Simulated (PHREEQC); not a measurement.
# Metal-bearing waste water: an equilibrium model

A solution holds 0.0015 mol CdCl2, 0.00014 mol CuCl2, 0.061 mol H2SO4 and 0.013 mol Na2SO4 per kg of water, at 25 °C. Closed to the air; pH follows from the charge balance.

All values are PHREEQC results (ion-association model, phreeqc.dat), not measurements.

- pH: 1.24
- ionic strength: 0.118 mol/kgw
- specific conductance: 25900 µS/cm
- density: 1.003 g/cm³
- total alkalinity: -122 meq/kg

```json
[
 {"species": "H+", "molality": "0.0701", "activity": "0.0574", "log γ": "-0.087"},
 {"species": "HSO4-", "molality": "0.0519", "activity": "0.0401", "log γ": "-0.112"},
 {"species": "Na+", "molality": "0.0251", "activity": "0.0195", "log γ": "-0.110"},
 {"species": "SO4-2", "molality": "0.0204", "activity": "0.00718", "log γ": "-0.453"},
 {"species": "Cl-", "molality": "0.00320", "activity": "0.00241", "log γ": "-0.122"},
 {"species": "NaSO4-", "molality": "0.000900", "activity": "0.000700", "log γ": "-0.109"},
 {"species": "Cd+2", "molality": "0.000756", "activity": "0.000268", "log γ": "-0.450"},
 {"species": "CdSO4", "molality": "0.000540", "activity": "0.000555", "log γ": "0.012"},
 {"species": "Cd(SO4)2-2", "molality": "0.000123", "activity": "4.37e-5", "log γ": "-0.450"},
 {"species": "Cu+2", "molality": "9.05e-5", "activity": "3.45e-5", "log γ": "-0.418"},
 {"species": "CdCl+", "molality": "8.01e-5", "activity": "6.18e-5", "log γ": "-0.112"},
 {"species": "CuSO4", "molality": "4.92e-5", "activity": "5.06e-5", "log γ": "0.012"},
 {"species": "CdCl2", "molality": "6.05e-7", "activity": "6.22e-7", "log γ": "0.012"},
 {"species": "CuCl+", "molality": "2.96e-7", "activity": "2.24e-7", "log γ": "-0.121"},
 {"species": "CdCl3-", "molality": "1.23e-9", "activity": "9.47e-10", "log γ": "-0.112"}
]
```

Precipitation was switched off in this run.
